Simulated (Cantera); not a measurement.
A closed system holds: 1 mol Al, 0.0023 mol O₂, 9.4 mol H₂, equilibrated at 0.100 bar.

These are equilibrium values from Cantera (NASA tables, ideal gas, pure condensed phases), not measurements of a reactor. Candidate condensed phases: Al, Al₂O₃, H₂O; 19 gas species. Mutual solubility and eutectic melting of coexisting phases are not modelled. Equilibrium is a limit: real reactors are often held back by kinetics, nucleation or transport.

Task: Which condensed phases are stable at each of these points (T (K)): 873, 923, 973, 1023, 1073, 1123, 1173, 1223, 1273, 1323, 1373, 1423?

Result: 
```tsv
T (K)	condensed phases	Al condensed (%)
873	Al(s) + Al₂O₃(s)	100.0
923	Al(s) + Al₂O₃(s)	100.0
973	Al(l) + Al₂O₃(s)	100.0
1023	Al(l) + Al₂O₃(s)	100.0
1073	Al(l) + Al₂O₃(s)	100.0
1123	Al(l) + Al₂O₃(s)	100.0
1173	Al(l) + Al₂O₃(s)	100.0
1223	Al(l) + Al₂O₃(s)	100.0
1273	Al(l) + Al₂O₃(s)	100.0
1323	Al(l) + Al₂O₃(s)	100.0
1373	Al(l) + Al₂O₃(s)	100.0
1423	Al(l) + Al₂O₃(s)	99.9
```

From 873 K to 923 K the condensed part is Al(s) + Al₂O₃(s). From 973 K to 1423 K the condensed part is Al(l) + Al₂O₃(s).
